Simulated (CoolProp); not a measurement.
The numbers come from the reference Helmholtz-energy equation of state, Schroeder 2014 in CoolProp.

Question: For ethanol, give the phase and the Joule-Thomson coefficient (K/MPa), isothermal compressibility (1/MPa), fugacity coefficient at 182.05 °C and 374 kPa.

Answer: 
- 182.05 °C and 374 kPa: gas; Joule-Thomson coefficient 18.1, isothermal compressibility 2.77, fugacity coefficient 0.968
